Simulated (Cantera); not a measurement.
## NO annealing gas

A perfectly stirred reactor is fed with 21.7 % NO, 78.3 % N2, at 0.0267 bar; it is held at 2173 K, and followed from long to short residence time.

Cantera simulation using GRI-Mech 3.0 (53 species, 325 reactions); the numbers are that mechanism's predictions, not measurements. Radical loss at walls, strong at low pressure, is not modelled.

```csv
τ (s),x NO,x NO2,x N2O,x O2,x O,x N2
7.7,0.0439,6.03e-6,6.20e-7,0.0845,0.00401,0.868
1.8,0.112,1.19e-5,4.07e-6,0.0510,0.00314,0.834
0.41,0.193,9.82e-6,1.46e-5,0.0114,0.00161,0.794
0.096,0.214,4.16e-6,2.03e-5,0.00122,0.000641,0.784
0.022,0.217,1.19e-6,1.93e-5,7.54e-5,0.000175,0.783
0.0052,0.217,2.27e-7,1.22e-5,3.57e-6,3.58e-5,0.783
0.0012,0.217,2.98e-8,4.55e-6,1.50e-7,6.58e-6,0.783
```
x: mole fraction; the columns are a selection and need not sum to one.
